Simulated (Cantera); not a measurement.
A Cantera script and its output.

```python
import numpy as np
import cantera as ct

gas = ct.Solution("h2o2.yaml")
gas.TPX = 1400, 100000, {'H2': 1.3, 'O2': 1, 'N2': 0.63}
reactor = ct.IdealGasConstPressureReactor(gas, energy="off", clone=False)
net = ct.ReactorNet([reactor])
net.rtol, net.atol = 1e-08, 1e-18
show = ['H2', 'O2', 'HO2', 'H2O', 'OH', 'H', 'O']
times = np.geomspace(0.0009, 40, 11)

steps = ct.SolutionArray(gas, extra=["t"])
rows = []
print(f"{'t/s':>10s}{'T/K':>9s}{'P/Pa':>11s}" + "".join(f"{s:>11s}" for s in show))
for t in times:
    while net.time < t:
        t_next = net.step()
        steps.append(gas.state, t=t_next)
    rows.append([np.interp(t, steps.t, y) for y in (steps.T, steps.P, *steps(*show).X.T)])
    print(f"{t:10.3e}{rows[-1][0]:9.1f}{rows[-1][1]:11.4g}" + "".join(f"{x:11.3e}" for x in rows[-1][2:]))
rate = np.gradient(steps.T, steps.t)
print("integrator steps:", len(steps.t))
if steps.T.max() > steps.T[0] + 200:
    print(f"time of steepest temperature rise: {steps.t[rate.argmax()]:.4e} s")
gas.TPX = 1400, 100000, {'H2': 1.3, 'O2': 1, 'N2': 0.63}
gas.equilibrate("TP")
print(f"equilibrium (TP): T = {gas.T:.1f} K  " + "  ".join(f"{s} {gas[s].X[0]:.3e}" for s in show))
```

Result:

```
       t/s      T/K       P/Pa         H2         O2        HO2        H2O         OH          H          O
 9.000e-04   1400.0      1e+05  8.496e-06  1.534e-01  9.874e-07  5.700e-01  2.398e-04  1.371e-07  4.564e-06
 2.624e-03   1400.0      1e+05  2.100e-06  1.535e-01  3.221e-07  5.701e-01  1.304e-04  2.169e-08  1.354e-06
 7.653e-03   1400.0      1e+05  8.722e-07  1.535e-01  1.888e-07  5.701e-01  8.223e-05  6.158e-09  5.413e-07
 2.231e-02   1400.0      1e+05  6.690e-07  1.535e-01  1.711e-07  5.701e-01  6.875e-05  4.056e-09  3.794e-07
 6.507e-02   1400.0      1e+05  6.619e-07  1.535e-01  1.706e-07  5.701e-01  6.818e-05  3.984e-09  3.732e-07
 1.897e-01   1400.0      1e+05  6.619e-07  1.535e-01  1.706e-07  5.701e-01  6.818e-05  3.984e-09  3.732e-07
 5.533e-01   1400.0      1e+05  6.619e-07  1.535e-01  1.706e-07  5.701e-01  6.818e-05  3.984e-09  3.732e-07
 1.613e+00   1400.0      1e+05  6.619e-07  1.535e-01  1.706e-07  5.701e-01  6.818e-05  3.984e-09  3.732e-07
 4.704e+00   1400.0      1e+05  6.619e-07  1.535e-01  1.706e-07  5.701e-01  6.818e-05  3.984e-09  3.732e-07
 1.372e+01   1400.0      1e+05  6.619e-07  1.535e-01  1.706e-07  5.701e-01  6.818e-05  3.984e-09  3.732e-07
 4.000e+01   1400.0      1e+05  6.619e-07  1.535e-01  1.706e-07  5.701e-01  6.818e-05  3.984e-09  3.732e-07
integrator steps: 1471
equilibrium (TP): T = 1400.0 K  H2 6.619e-07  O2 1.535e-01  HO2 1.706e-07  H2O 5.701e-01  OH 6.818e-05  H 3.984e-09  O 3.732e-07
```

Cantera simulation using the H2/O2 subset of GRI-Mech 3.0, which has no nitrogen chemistry; the numbers are that mechanism's predictions, not measurements. The temperature is held fixed by assumption; the heat of reaction is taken as removed at once.
